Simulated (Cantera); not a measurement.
A closed system holds: 1 mol C₂H₅OH, 0.19 mol NH₃, 1.8 mol H₂, at 25.0 mbar.

These are equilibrium values from Cantera (NASA tables, ideal gas, pure condensed phases), not measurements of a reactor. Candidate condensed phases: C, C₆H₆, C₇H₈, C₈H₁₈, H₂O; 136 gas species. Equilibrium is a limit: real reactors are often held back by kinetics, nucleation or transport.

### Question
At 725 K, list the 6 most abundant gas species with their mole fractions, and the condensed phases.

### Answer
H₂ 0.746, H₂O 0.105, CH₄ 0.0713, CO₂ 0.0308, CO 0.0292, N₂ 0.0185. Condensed: C(graphite).
